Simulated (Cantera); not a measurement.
An isothermal plug-flow reactor at 925 K and 0.533 atm (inlet), inlet velocity 2.2 m/s, active area per volume 4800 1/m; feed 0.224 % H₂, 5.05 % O₂, 88.7 % N₂, 6.06 % H₂O.

Model: Deutschmann's 1995 Pt surface mechanism with GRI-Mech 3.0 gas chemistry, integrated in Cantera. Catalytic surfaces can have several steady states; this one follows from the mechanism file's or the stated starting coverage. Mass transfer to the wall is taken as infinitely fast.

x: gas mole fraction; θ: surface coverage.

```tsv
z (m)	x H₂	x O₂	x H₂O	θ free Pt	θ O*	θ OH*
6.8e-05	[?]	0.0498	0.0621	0.187	0.809	0.00427
0.00015	[?]	0.0495	0.0627	0.181	0.815	0.00422
0.00032	[?]	0.0494	0.0629	0.178	0.817	0.00421
0.00068	[?]	0.0494	0.0629	0.178	0.818	0.00420
0.0015	7.74e-11	0.0494	0.0629	0.178	0.818	0.00420
0.0032	7.64e-11	0.0494	0.0629	0.178	0.818	0.00420
0.0068	7.64e-11	0.0494	0.0629	0.178	0.818	0.00420
```

**Question.** Complete the blanks.

**Answer.** 
- 6.8e-05, x H₂: 0.000780
- 0.00015, x H₂: 0.000234
- 0.00032, x H₂: 2.04e-5
- 0.00068, x H₂: 1.19e-7
